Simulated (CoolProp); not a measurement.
Cyclohexane at 339.91 K and 0.0422 MPa is throttled through a valve to 0.0215 MPa with no heat exchange. Each further row changes one setting.

Computed with CoolProp (reference Helmholtz-energy equation of state, Zhou 2014).

| case | temperature change (K) | final density (kg/m³) |
|---|---|---|
| as stated | ___ | 0.647 |
| outlet pressure 0.00645 MPa | -1.1 | ___ |
| outlet pressure 0.0279 MPa | -0.5 | ___ |

Q: Some entries are withheld; supply them.

A: 
- as stated, temperature change (K): -0.7
- outlet pressure 0.00645 MPa, final density (kg/m³): 0.193
- outlet pressure 0.0279 MPa, final density (kg/m³): 0.842
